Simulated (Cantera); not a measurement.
**Adiabatic ignition**

An adiabatic, constant-volume homogeneous reactor starts with 10.1 % CH4, 13.4 % O2, 76.5 % N2, equivalence ratio 1.5, at 1273 K and 6.30 bar.

Cantera simulation using GRI-Mech 3.0 (53 species, 325 reactions); the numbers are that mechanism's predictions, not measurements.

```json
[
 {"t (s)": "8.00e-6", "T (K)": "1273", "P (bar)": "6.30", "x CH4": "0.101", "x O2": "0.134", "x CH3": "1.29e-7", "x N2O": "<1e-12", "x NO": "<1e-12", "x HCN": "<1e-12"},
 {"t (s)": "2.23e-5", "T (K)": "1273", "P (bar)": "6.30", "x CH4": "0.101", "x O2": "0.134", "x CH3": "4.06e-7", "x N2O": "<1e-12", "x NO": "<1e-12", "x HCN": "<1e-12"},
 {"t (s)": "6.23e-5", "T (K)": "1273", "P (bar)": "6.30", "x CH4": "0.101", "x O2": "0.134", "x CH3": "1.56e-6", "x N2O": "4.08e-12", "x NO": "<1e-12", "x HCN": "<1e-12"},
 {"t (s)": "0.000174", "T (K)": "1273", "P (bar)": "6.30", "x CH4": "0.101", "x O2": "0.134", "x CH3": "6.43e-6", "x N2O": "2.30e-11", "x NO": "<1e-12", "x HCN": "<1e-12"},
 {"t (s)": "0.000486", "T (K)": "1273", "P (bar)": "6.30", "x CH4": "0.101", "x O2": "0.134", "x CH3": "1.11e-5", "x N2O": "9.27e-11", "x NO": "<1e-12", "x HCN": "<1e-12"},
 {"t (s)": "0.00136", "T (K)": "1275", "P (bar)": "6.31", "x CH4": "0.100", "x O2": "0.134", "x CH3": "1.49e-5", "x N2O": "4.18e-10", "x NO": "<1e-12", "x HCN": "<1e-12"},
 {"t (s)": "0.00379", "T (K)": "1290", "P (bar)": "6.38", "x CH4": "0.0980", "x O2": "0.132", "x CH3": "3.37e-5", "x N2O": "3.47e-9", "x NO": "<1e-12", "x HCN": "<1e-12"},
 {"t (s)": "0.0106", "T (K)": "2653", "P (bar)": "14.1", "x CH4": "3.36e-11", "x O2": "5.46e-5", "x CH3": "3.11e-11", "x N2O": "9.08e-8", "x NO": "0.000457", "x HCN": "1.77e-7"},
 {"t (s)": "0.0295", "T (K)": "2653", "P (bar)": "14.1", "x CH4": "3.36e-11", "x O2": "5.46e-5", "x CH3": "3.11e-11", "x N2O": "9.08e-8", "x NO": "0.000457", "x HCN": "1.77e-7"},
 {"t (s)": "0.0823", "T (K)": "2653", "P (bar)": "14.1", "x CH4": "3.36e-11", "x O2": "5.46e-5", "x CH3": "3.11e-11", "x N2O": "9.08e-8", "x NO": "0.000457", "x HCN": "1.77e-7"},
 {"t (s)": "0.230", "T (K)": "2653", "P (bar)": "14.1", "x CH4": "3.36e-11", "x O2": "5.46e-5", "x CH3": "3.11e-11", "x N2O": "9.08e-8", "x NO": "0.000457", "x HCN": "1.77e-7"},
 {"t (s)": "0.642", "T (K)": "2653", "P (bar)": "14.1", "x CH4": "3.36e-11", "x O2": "5.46e-5", "x CH3": "3.11e-11", "x N2O": "9.08e-8", "x NO": "0.000457", "x HCN": "1.77e-7"},
 {"t (s)": "1.79", "T (K)": "2653", "P (bar)": "14.1", "x CH4": "3.36e-11", "x O2": "5.46e-5", "x CH3": "3.11e-11", "x N2O": "9.08e-8", "x NO": "0.000457", "x HCN": "1.77e-7"},
 {"t (s)": "5.00", "T (K)": "2653", "P (bar)": "14.1", "x CH4": "3.36e-11", "x O2": "5.46e-5", "x CH3": "3.11e-11", "x N2O": "9.08e-8", "x NO": "0.000457", "x HCN": "1.77e-7"}
]
```
x: mole fraction; the columns are a selection and need not sum to one.

The time of steepest temperature rise is 5.58 ms. The temperature at 5.00 s is 2653 K, the equilibrium temperature is 2653 K and the x(CH4) at 5.00 s comes out as 3.36e-11 (gas-phase equilibrium 3.79e-11). The x(O2) at 5.00 s is 5.46e-5 (gas-phase equilibrium 5.46e-5) and the x(CH3) at 5.00 s comes out as 3.11e-11 (gas-phase equilibrium 3.51e-11).
